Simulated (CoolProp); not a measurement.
Properties of n-perfluorohexane along the isotherm -17.35 °C.

Model: reference Helmholtz-energy equation of state, Gao 2022, in CoolProp.

```json
[
 {"p (kPa)": "55.1", "phase": "liquid", "Z": "0.004878", "cv (kJ/(kg K))": "0.7886"},
 {"p (kPa)": "97.9", "phase": "liquid", "Z": "0.008666", "cv (kJ/(kg K))": "0.7886"},
 {"p (kPa)": "174", "phase": "liquid", "Z": "0.01540", "cv (kJ/(kg K))": "0.7886"},
 {"p (kPa)": "310", "phase": "liquid", "Z": "0.02743", "cv (kJ/(kg K))": "0.7887"},
 {"p (kPa)": "551", "phase": "liquid", "Z": "0.04873", "cv (kJ/(kg K))": "0.7887"},
 {"p (kPa)": "979", "phase": "liquid", "Z": "0.08653", "cv (kJ/(kg K))": "0.7888"},
 {"p (kPa)": "1740", "phase": "liquid", "Z": "0.1536", "cv (kJ/(kg K))": "0.7889"},
 {"p (kPa)": "3100", "phase": "liquid", "Z": "0.2730", "cv (kJ/(kg K))": "0.7892"},
 {"p (kPa)": "5510", "phase": "liquid", "Z": "0.4833", "cv (kJ/(kg K))": "0.7896"},
 {"p (kPa)": "9790", "phase": "liquid", "Z": "0.8531", "cv (kJ/(kg K))": "0.7903"},
 {"p (kPa)": "17400", "phase": "liquid", "Z": "1.500", "cv (kJ/(kg K))": "0.7916"}
]
```
